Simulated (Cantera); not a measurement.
What does this Cantera script print?

```python
import numpy as np
import cantera as ct

gas_names = [...]  # 129 gases of nasa_gas.yaml made of C, Ca, H, O, S
cond_names = """
    C(gr) C6H6(L) C7H8(L) C8H18(L),n-octa Ca(a) Ca(b) Ca(L) CaCO3(caL) CaO(s) CaO(L) CaO2H2(s) CaS(s)
    CaSO4(s) H2O(s) H2O(L) H2SO4(L) S(cr1) S(cr2) S(L)
""".split()


# ... load() reads the species with a 1 bar reference pressure and builds the phases ...
atoms = {
    'CaSO4': {'Ca': 1, 'S': 1, 'O': 4},
    'H2O': {'H': 2, 'O': 1},
    'CO2': {'C': 1, 'O': 2},
}
top_T = {'C(gr)': 4500, 'CaS(s)': 2750, 'CaSO4(s)': 1730}  # K; cautious upper limits of use, not melting points


# ... equilibrate(T, P, feed) seeds the gas with the atoms and calls Mixture.equilibrate('TP', solver="vcs", rtol=1e-11, max_steps=5000) ...
results = []
T = 1923  # K
P = 330  # Pa
for m in [0.035, 0.063, 0.091, 0.12, 0.15, 0.17, 0.2, 0.23, 0.26, 0.28]:
    feed = {'CaSO4': 1, 'H2O': 0.17, 'CO2': m}  # mol
    mix = equilibrate(T, P, feed)
    results.append((T, P, feed, dict(zip(mix.species_names, mix.species_moles))))

top = {s: max(r[3][s] / sum(r[3][g] for g in gas_names) for r in results) for s in gas_names}
cols = sorted((s for s in top if top[s] > 0.0001), key=lambda s: -top[s])[:5]
seen = [c for c in cond_names if any(r[3].get(c, 0) > 1e-12 for r in results)]
print("log10 of partial pressures in bar; condensed amounts in mol")
print(f"{'n(CO2)':>10s}" + "".join(f"{s[:9]:>10s}" for s in cols + seen))
for T, P, feed, n in results:
    ng = sum(n[g] for g in gas_names)
    print(f"{feed['CO2']:10.4g}" + "".join(f"{np.log10(max(n[s] / ng * P / 1e5, 1e-99)):10.3f}" for s in cols)
          + "".join(f"{n.get(c, 0):10.4g}" for c in seen))
```

It prints:

```
log10 of partial pressures in bar; condensed amounts in mol
    n(CO2)       SO2        O2       CO2       H2O        OH    CaO(s)
     0.035    -2.716    -3.019    -4.181    -3.501    -4.695         1
     0.063    -2.723    -3.026    -3.932    -3.509    -4.701         1
     0.091    -2.730    -3.033    -3.780    -3.516    -4.706         1
      0.12    -2.738    -3.040    -3.667    -3.523    -4.711         1
      0.15    -2.745    -3.047    -3.577    -3.530    -4.717         1
      0.17    -2.750    -3.051    -3.528    -3.535    -4.720         1
       0.2    -2.757    -3.058    -3.464    -3.542    -4.725         1
      0.23    -2.764    -3.065    -3.411    -3.549    -4.731         1
      0.26    -2.771    -3.071    -3.364    -3.556    -4.736         1
      0.28    -2.775    -3.076    -3.337    -3.561    -4.739         1
```

Equilibrium computed with Cantera from the NASA thermochemical tables; the gas is ideal and each condensed phase is pure.
